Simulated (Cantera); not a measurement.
Input: 1 mol Fe₂O₃, 130 mol H₂, 0.5 mol H₂O, equilibrated at 50.3 Torr.

Cantera equilibrium calculation (NASA polynomials, part measured and part estimated; ideal gas, pure solids and liquids). Candidate condensed phases: Fe, FeO, Fe(OH)₂, Fe(OH)₃, Fe₂O₃, Fe₃O₄, H₂O; 12 gas species. Rates play no part.

Q: At 2048 K, list the 5 most abundant gas species with their mole fractions, and the condensed phases.

A: H₂ 0.956, H₂O 0.0264, Fe 0.00921, H 0.00846, OH 2.55e-5. Condensed: Fe(l).
